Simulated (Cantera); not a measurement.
**Ignition delay**

Mixture: C3H8 : O2 : N2 = 1 : 8.62 : 32.4 (molar parts), equivalence ratio 0.58, at 5.00 bar, adiabatic and at constant pressure. Ignition delay is the time to a rise of 400 K.

Model: GRI-Mech 3.0 (53 species, 325 reactions), integrated in Cantera. GRI-Mech 3.0 was tuned for natural gas; its chemistry of propane as a main component is partial and can be far from experiment.

```csv
T0 (K),delay (ms)
1300,0.419
1400,0.0945
1500,0.0292
1600,0.0119
1700,0.00604
1800,0.00362
1900,0.00245
2000,0.00180
```

apparent activation energy between 1800 and 2000 K: 100 kJ/mol
